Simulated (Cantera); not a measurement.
Charge: 1 mol MgO, 0.024 mol C, 1.2 mol H₂, equilibrated at 39000 Pa.

Equilibrium computed with Cantera from the NASA thermochemical tables; the gas is ideal and each condensed phase is pure. Candidate condensed phases: C, C₆H₆, C₇H₈, C₈H₁₈, H₂O, Mg, MgCO₃, MgO, Mg(OH)₂; 139 gas species. Ions and electrons are included (thermal ionisation). The tables' values for MgH are old estimates; treat these amounts as uncertain. Kinetics and transport are ignored. All values below are at 4727 °C.

Base state: H 0.538, Mg 0.221, O 0.218, CO 0.00545, Mg+ 0.00508, e- 0.00507, H₂ 0.00273, OH 0.00206 (mole fractions); condensed: gas only.

### Question
What changes in the equilibrium state with this change: 0.012 mol H₂S added?

### Answer
```tsv
species	before	after
H	0.538	0.539
Mg	0.221	0.219
O	0.218	0.217
S	0	0.00266
SO	0	2.77e-5
MgO	0.000973	0.000958
O₂	0.000379	0.000373
CO	0.00545	0.00541
MgH	0.000235	0.000234
```
Further candidate phases: H₂SO₄, MgS, MgSO₄, S.
